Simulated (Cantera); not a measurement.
Charge: 1 mol HgO, 0.014 mol O2, 0.27 mol H2, equilibrated at 300 °C and 75.0 Torr.

Cantera equilibrium calculation (NASA polynomials, part measured and part estimated; ideal gas, pure solids and liquids). Candidate condensed phases: H2O, Hg, HgO; 10 gas species. Equilibrium is a limit: real reactors are often held back by kinetics, nucleation or transport.

Base state: H2O 0.524, Hg 0.474, O2 0.00223 (mole fractions); condensed: HgO(s).

Q: What changes in the equilibrium state with this change: temperature from 300 °C to 702 °C?

A: 
| species | before | after |
|---|---|---|
| Hg | 0.474 | 0.606 |
| O2 | 0.00223 | 0.230 |
| H2O | 0.524 | 0.164 |
| HgO(s), mol | 0.756 | 0 |
